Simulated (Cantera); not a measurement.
Input (Python, Cantera) and output of one run.

```python
import numpy as np
import cantera as ct

gas_names = """
    CL CLO CL2 Cs CsCL CsO CsOH Cs2 Cs2CL2 Cs2O Cs2O2H2 H HCL HNO HNO2 HNO3 HOCL HO2 H2 H2O H2O2 N NH
    NH2 NH3 NH2OH NO NO2 NO3 N2 N2H2 N2H4 N2O O OH O2 O3
""".split()
cond_names = """
    Cs(cr) Cs(L) CsCL(a) CsCL(b) CsCL(L) CsOH(a) CsOH(b) CsOH(c) CsOH(L) H2O(s) H2O(L) NH4CL(a) NH4CL(b)
""".split()


# ... load() reads the species with a 1 bar reference pressure and builds the phases ...
atoms = {
    'CsCl': {'Cs': 1, 'CL': 1},
    'H2': {'H': 2},
    'N2': {'N': 2},
    'O2': {'O': 2},
}
top_T = {}  # K; cautious upper limits of use, not melting points


# ... equilibrate(T, P, feed) seeds the gas with the atoms and calls Mixture.equilibrate('TP', solver="vcs", rtol=1e-11, max_steps=5000) ...
results = []
feed = {'CsCl': 1, 'H2': 8.5, 'N2': 1.1, 'O2': 0.15}  # mol
T = 1525  # K
P = 13332.2  # Pa
mix = equilibrate(T, P, feed)
results.append((T, P, feed, dict(zip(mix.species_names, mix.species_moles))))
print(gas.report(threshold=0.0001))
for i in range(1, mix.n_phases):
    print(f"{mix.phase(i).name:16s} {mix.phase_moles(i):12.5e} mol")
```

It prints:

```
       temperature   1525 K
          pressure   13332 Pa
           density   0.021939 kg/m^3
  mean mol. weight   20.865 kg/kmol
   phase of matter   gas

                          1 kg             1 kmol
                     ---------------   ---------------
          enthalpy        4.3985e+05        9.1773e+06  J
   internal energy       -1.6785e+05       -3.5022e+06  J
           entropy             10747        2.2424e+05  J/K
    Gibbs function       -1.5949e+07       -3.3278e+08  J
 heat capacity c_p            1616.3             33725  J/K
 heat capacity c_v            1217.9             25410  J/K

                      mass frac. Y      mole frac. X     chem. pot. / RT
                     ---------------   ---------------   ---------------
                Cs         0.0041889        0.00065761           -26.496
              CsCL           0.74463          0.092284            -57.88
              CsOH         0.0012159        0.00016923           -67.039
            Cs2CL2          0.010122        0.00062721           -115.76
               HCL         0.0014447        0.00082679           -41.846
                H2          0.074731           0.77344           -20.923
               H2O          0.024297           0.02814           -51.004
                N2           0.13937            0.1038           -30.343
     [  +29 minor]        4.2666e-06        5.8773e-05

Cs(L)             0.00000e+00 mol
CsCL(L)           0.00000e+00 mol
CsOH(L)           0.00000e+00 mol
```

These are equilibrium values from Cantera (NASA tables, ideal gas, pure condensed phases), not measurements of a reactor.
